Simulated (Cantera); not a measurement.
**Stirred combustor or abatement burner**

A perfectly stirred reactor is fed with CO : H₂ : O₂ : N₂ : H₂O = 1 : 0.088 : 0.863 : 3.25 : 0.59 (molar parts), at 9.60 bar; it is adiabatic with a 725 K inlet, and is followed from long to short residence time, starting on the burning branch (τ in s: 0.28, 0.14, 0.07, 0.035, 0.017, 0.0087, 0.0044, 0.0022, 0.0011, 0.00054, 0.00027, 0.00014, 6.8e-05).

Computed with Cantera and GRI-Mech 3.0 (53 species, 325 reactions). The hydrogen kinetics of GRI-Mech 3.0 are dated; newer H2 mechanisms differ, most at raised pressure.

```tsv
τ (s)	T (K)	x CO	x H₂	x O₂	x HO₂	x NO
0.28	2144	0.00105	0.000138	0.0591	3.77e-6	0.00342
0.14	2146	0.00108	0.000140	0.0595	3.82e-6	0.00252
0.070	2147	0.00113	0.000144	0.0600	3.90e-6	0.00163
0.035	2148	0.00122	0.000151	0.0604	3.99e-6	0.000950
0.017	2147	0.00140	0.000164	0.0606	4.13e-6	0.000519
0.0087	2145	0.00171	0.000185	0.0609	4.37e-6	0.000298
0.0044	2140	0.00226	0.000224	0.0612	4.83e-6	0.000178
0.0022	2133	0.00323	0.000294	0.0616	5.72e-6	0.000113
0.0011	2120	0.00482	0.000408	0.0623	7.42e-6	7.73e-5
0.00054	2099	0.00739	0.000591	0.0634	1.06e-5	5.49e-5
0.00027	2068	0.0112	0.000849	0.0651	1.62e-5	3.94e-5
0.00014	2025	0.0167	0.00117	0.0675	2.56e-5	2.78e-5
6.8e-5	1954	0.0260	0.00161	0.0718	4.48e-5	1.77e-5
```
x: mole fraction; the columns are a selection and need not sum to one.
